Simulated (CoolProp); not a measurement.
Vapour pressure (MPa) of toluene: the reference equation beside estimates from Tc = 318.6 °C, pc = 4.126 MPa, ω = 0.266. Clausius-Clapeyron is anchored at 132.05 °C with a constant enthalpy of vaporisation of 31.89 kJ/mol.

Model: reference Helmholtz-energy equation of state, Lemmon 2006, in CoolProp. It is a short technical equation, of lower accuracy than the large ones.

```tsv
T (°C)	reference	Lee-Kesler	Clausius-Clapeyron	van der Waals	Redlich-Kwong	Soave-Redlich-Kwong
116.45	0.1193	0.1182	0.1229	0.6005	0.2104	0.1183
124.25	0.1470	0.1461	0.1491	0.6672	0.2517	0.1462
132.05	0.1795	0.1790	0.1795	0.7385	0.2988	0.1789
139.85	0.2173	0.2173	0.2147	0.8148	0.3519	0.2171
147.65	0.2610	0.2615	0.2550	0.8959	0.4115	0.2614
155.45	0.3110	0.3124	0.3010	0.9822	0.4781	0.3122
163.25	0.3681	0.3703	0.3532	1.074	0.5520	0.3703
170.95	0.4319	0.4351	0.4114	1.169	0.6325	0.4354
178.75	0.5047	0.5091	0.4775	1.271	0.7222	0.5098
186.55	0.5864	0.5920	0.5515	1.379	0.8204	0.5935
```

Absolute difference from the reference over all 10 rows, mean and median: Lee-Kesler 0.6 and 0.6 %, Clausius-Clapeyron 3.1 and 3.1 %, van der Waals 245.2 and 229.5 %, Redlich-Kwong 56.7 and 55.7 %, Soave-Redlich-Kwong 0.6 and 0.6 %.
